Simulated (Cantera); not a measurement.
Cantera run:

```python
import numpy as np
import cantera as ct

gas_names = [...]  # 151 gases of nasa_gas.yaml made of C, H, N, O, Si
cond_names = """
    C(gr) C6H6(L) C7H8(L) C8H18(L),n-octa H2O(s) H2O(L) Si(cr) Si(L) SiC(b) SiO2(Lqz) SiO2(hqz) SiO2(L)
    Si2N2O(s) Si3N4(a)
""".split()


# ... load() reads the species with a 1 bar reference pressure and builds the phases ...
atoms = {
    'SiC': {'Si': 1, 'C': 1},
    'N2O': {'N': 2, 'O': 1},
    'H2': {'H': 2},
    'O2': {'O': 2},
}
top_T = {'C(gr)': 4500, 'SiC(b)': 3050, 'Si2N2O(s)': 2100, 'Si3N4(a)': 2400}  # K; cautious upper limits of use, not melting points


# ... equilibrate(T, P, feed) seeds the gas with the atoms and calls Mixture.equilibrate('TP', solver="vcs", rtol=1e-11, max_steps=5000) ...
results = []
feed = {'SiC': 1, 'N2O': 1.3, 'H2': 120, 'O2': 0.005}  # mol
T = 1550  # K
P = 92000  # Pa
mix = equilibrate(T, P, feed)
results.append((T, P, feed, dict(zip(mix.species_names, mix.species_moles))))
print(gas.report(threshold=0.001))
for i in range(1, mix.n_phases):
    print(f"{mix.phase(i).name:16s} {mix.phase_moles(i):12.5e} mol")
```

Output:

```
       temperature   1550 K
          pressure   92000 Pa
           density   0.017011 kg/m^3
  mean mol. weight   2.383 kg/kmol
   phase of matter   gas

                          1 kg             1 kmol
                     ---------------   ---------------
          enthalpy        1.5625e+07        3.7233e+07  J
   internal energy        1.0217e+07        2.4346e+07  J
           entropy             76568        1.8246e+05  J/K
    Gibbs function       -1.0306e+08       -2.4558e+08  J
 heat capacity c_p             13714             32680  J/K
 heat capacity c_v             10225             24365  J/K

                      mass frac. Y      mole frac. X     chem. pot. / RT
                     ---------------   ---------------   ---------------
               CH4         0.0098107         0.0014572           -40.065
                CO          0.078227         0.0066552           -40.539
                H2           0.83347           0.98518           -18.797
                N2          0.076919          0.006543           -31.226
     [ +147 minor]         0.0015762        0.00016805

C(gr)             0.00000e+00 mol
Si(cr)            0.00000e+00 mol
SiC(b)            0.00000e+00 mol
SiO2(hqz)         0.00000e+00 mol
Si2N2O(s)         4.99279e-01 mol
Si3N4(a)          0.00000e+00 mol
```

These are equilibrium values from Cantera (NASA tables, ideal gas, pure condensed phases), not measurements of a reactor.
